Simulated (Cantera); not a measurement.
A perfectly stirred reactor is fed with H2 : O2 : N2 : H2O = 1 : 0.893 : 3.36 : 0.16 (molar parts), at 2.47 atm; it is adiabatic with a 373 K inlet, and is followed from long to short residence time, starting on the burning branch (τ in s: 0.057, 0.025, 0.011, 0.0047, 0.0021, 0.00091, 0.0004, 0.00017, 7.6e-05, 3.3e-05).

Cantera simulation using GRI-Mech 3.0 (53 species, 325 reactions); the numbers are that mechanism's predictions, not measurements. The hydrogen kinetics of GRI-Mech 3.0 are dated; newer H2 mechanisms differ, most at raised pressure.

### Question
What does this change do: pressure from 2.47 atm to 4.24 atm?

### Answer
```
quantity                                                                          before                                   after
------------------------------------------------  --------------------------------------  --------------------------------------
blow-out, bracketed by the residence times tried  burning at 33.0 µs, the shortest tried  burning at 33.0 µs, the shortest tried
x(H2) at τ = 57.0 ms                                                            0.000126                                 7.91e-5
x(O2) at τ = 57.0 ms                                                              0.0797                                  0.0798
x(H2O) at τ = 57.0 ms                                                              0.235                                   0.236
x(OH) at τ = 57.0 ms                                                             0.00104                                0.000760
x(H) at τ = 57.0 ms                                                              6.89e-6                                 2.86e-6
x(H2) at τ = 0.910 ms                                                            0.00183                                 0.00116
x(O2) at τ = 0.910 ms                                                             0.0795                                  0.0796
x(H2O) at τ = 0.910 ms                                                             0.232                                   0.233
x(OH) at τ = 0.910 ms                                                            0.00362                                 0.00249
x(H) at τ = 0.910 ms                                                            0.000362                                0.000131
```
